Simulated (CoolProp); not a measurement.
Model: reference Helmholtz-energy equation of state, Akasaka 2022, in CoolProp.

**Question.** For R1233zd(E), give the phase and the cp (kJ/(kg K)), cv (kJ/(kg K)), speed of sound (m/s), Joule-Thomson coefficient (K/MPa) at -16.35 °C and 5.45 bar; -16.35 °C and 212 bar.

**Answer.** 
- -16.35 °C and 5.45 bar: liquid; cp 1.11, cv 0.766, speed of sound 858, Joule-Thomson coefficient -0.391
- -16.35 °C and 212 bar: liquid; cp 1.08, cv 0.772, speed of sound 957, Joule-Thomson coefficient -0.431
